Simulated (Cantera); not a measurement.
Equilibrium for boron, boron nitride and boron oxide: BCl3 + H2O + H2

Feed: 1 mol BCl3, 11 mol H2O, 3 mol H2, at 11.0 Pa.

Cantera equilibrium calculation (NASA polynomials, part measured and part estimated; ideal gas, pure solids and liquids). Candidate condensed phases: B, B2O3, B3O3H3, H2O; 33 gas species. The tables' values for BOCl are old estimates; treat these amounts as uncertain. Equilibrium is a limit: real reactors are often held back by kinetics, nucleation or transport.

| T (K) | x H2O | x HCl | x H2 | x H | x HBO2 | x Cl | x OH | x O | x O2 | n B2O3(l) |
|---|---|---|---|---|---|---|---|---|---|---|
| 850 | 0.612 | 0.194 | 0.194 | 8.60e-10 | 4.70e-5 | 8.63e-10 | 1.54e-12 | <1e-12 | <1e-12 | 0.492 |
| 950 | 0.612 | 0.194 | 0.194 | 2.33e-8 | 0.000647 | 2.22e-8 | 1.09e-10 | <1e-12 | <1e-12 | 0.491 |
| 1050 | 0.609 | 0.193 | 0.193 | 3.40e-7 | 0.00527 | 3.10e-7 | 3.42e-9 | <1e-12 | <1e-12 | 0.456 |
| 1150 | 0.590 | 0.191 | 0.191 | 3.11e-6 | 0.0289 | 2.74e-6 | 5.80e-8 | 1.00e-12 | 1.60e-12 | 0.271 |
| 1250 | 0.563 | 0.187 | 0.187 | 2.00e-5 | 0.0623 | 1.71e-5 | 6.18e-7 | 6.51e-11 | 9.74e-11 | 0 |
| 1350 | 0.563 | 0.187 | 0.187 | 9.84e-5 | 0.0622 | 8.19e-5 | 4.79e-6 | 2.35e-9 | 3.41e-9 | 0 |
| 1450 | 0.563 | 0.187 | 0.187 | 0.000390 | 0.0620 | 0.000317 | 2.81e-5 | 5.19e-8 | 7.35e-8 | 0 |
| 1550 | 0.562 | 0.186 | 0.187 | 0.00130 | 0.0618 | 0.00103 | 0.000131 | 7.72e-7 | 1.07e-6 | 0 |
| 1650 | 0.560 | 0.184 | 0.187 | 0.00374 | 0.0614 | 0.00289 | 0.000508 | 8.30e-6 | 1.13e-5 | 0 |
| 1750 | 0.556 | 0.179 | 0.186 | 0.00955 | 0.0607 | 0.00709 | 0.00168 | 6.79e-5 | 9.07e-5 | 0 |
| 1850 | 0.544 | 0.168 | 0.184 | 0.0220 | 0.0592 | 0.0153 | 0.00481 | 0.000439 | 0.000571 | 0 |
| 1950 | 0.516 | 0.150 | 0.183 | 0.0468 | 0.0561 | 0.0286 | 0.0120 | 0.00226 | 0.00276 | 0 |
| 2050 | 0.454 | 0.123 | 0.186 | 0.0932 | 0.0503 | 0.0456 | 0.0249 | 0.00901 | 0.00944 | 0 |
| 2150 | 0.347 | 0.0902 | 0.188 | 0.174 | 0.0408 | 0.0613 | 0.0416 | 0.0272 | 0.0213 | 0 |
x: gas mole fraction; n: condensed amount in mol.

From 850 K to 1150 K the condensed part is B2O3(l). From 1250 K to 2150 K nothing is condensed. The main B-bearing gas is (HBO2)3 at 850 K and HBO2 at 2150 K.
